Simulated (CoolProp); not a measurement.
Vapour-liquid equilibrium of CH2F2 (R32) (1) + fluoroethane (R161) (2) at 2.46 MPa; x and y are mole fractions of (1).

Values from CoolProp's multi-fluid Helmholtz-energy mixture model, Tillner-Roth 1997 and Wu 2012; pair parameters Bell 2016.

Give the bubble temperature and the first vapour's composition at x = 0.05, 0.2, 0.65. Is there an azeotrope?

x = 0.05: 337.0 K, y = 0.074; x = 0.2: 331.6 K, y = 0.272; x = 0.65: 319.8 K, y = 0.723. No azeotrope shows between x = 0.05 and 0.95.

The pair parameters rest on a limited set of measurements; away from them the model extrapolates.
